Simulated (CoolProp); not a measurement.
1000 sccm (0 °C, 1 atm) of nitrogen bubbles through liquid methanol at 292.3 K and leaves saturated at a total pressure of 0.15 MPa (ideal gas phase). Each further row changes one setting.

Computed with CoolProp (reference Helmholtz-energy equation of state, de Reuck 1993).

| case | vapour pressure (kPa) | mole fraction of vapour | delivery (mg/min) | delivery (sccm) | change of delivery for a bath 1 K warmer (%) |
|---|---|---|---|---|---|
| as stated | 12.4 | 0.0830 | 129 | 90.5 | 6.1 |
| bath temperature 297.3 K | 16.2 | 0.108 | 174 | 121 | 6.0 |
| total pressure 0.3 MPa | 12.4 | 0.0415 | 61.9 | 43.3 | 5.8 |
